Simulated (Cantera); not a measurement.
A Cantera script and what it prints.

```python
import numpy as np
import cantera as ct

gas_names = """
    N N2 Si SiN Si2 Si2N Si3
""".split()
cond_names = """
    Si(cr) Si(L) Si3N4(a)
""".split()


# ... load() reads the species with a 1 bar reference pressure and builds the phases ...
atoms = {
    'Si3N4': {'Si': 3, 'N': 4},
    'Si': {'Si': 1},
    'N2': {'N': 2},
}
top_T = {'Si3N4(a)': 2400}  # K; cautious upper limits of use, not melting points


# ... equilibrate(T, P, feed) seeds the gas with the atoms and calls Mixture.equilibrate('TP', solver="vcs", rtol=1e-11, max_steps=5000) ...
results = []
feed = {'Si3N4': 1, 'Si': 0.16, 'N2': 0.22}  # mol
T = 1823.15  # K
for P in [1, 16, 250, 4000, 63000, 1000000]:
    mix = equilibrate(T, P, feed)
    results.append((T, P, feed, dict(zip(mix.species_names, mix.species_moles))))

top = {s: max(r[3][s] / sum(r[3][g] for g in gas_names) for r in results) for s in gas_names}
cols = sorted((s for s in top if top[s] > 0.0001), key=lambda s: -top[s])[:8]
seen = [c for c in cond_names if any(r[3].get(c, 0) > 1e-12 for r in results)]
print("log10 of partial pressures in bar; condensed amounts in mol")
print(f"{'P/Pa':>10s}" + "".join(f"{s[:9]:>10s}" for s in cols + seen))
for T, P, feed, n in results:
    ng = sum(n[g] for g in gas_names)
    print(f"{P:10.4g}" + "".join(f"{np.log10(max(n[s] / ng * P / 1e5, 1e-99)):10.3f}" for s in cols)
          + "".join(f"{n.get(c, 0):10.4g}" for c in seen))
```

It prints:

```
log10 of partial pressures in bar; condensed amounts in mol
      P/Pa        N2        Si       Si2      Si2N       Si3       SiN     Si(L)  Si3N4(a)
         1    -5.258    -5.354    -7.542    -8.170    -8.171    -8.366     1.343         0
        16    -3.808    -5.354    -7.542    -7.446    -8.171    -7.641     3.094         0
       250    -2.603    -5.354    -7.542    -6.843    -8.171    -7.038     3.156         0
      4000    -1.398    -5.684    -8.203    -6.901    -9.162    -6.766         0     1.053
   6.3e+04    -0.201    -6.482    -9.799    -7.899   -11.557    -6.965         0     1.053
     1e+06     1.000    -7.283   -11.400    -8.899   -13.958    -7.166         0     1.053
```

Method: chemical equilibrium by Gibbs-energy minimisation in Cantera with the NASA 1993 tables (ideal gas, pure condensed phases). The tables' values for SiN are old estimates; treat these amounts as uncertain.
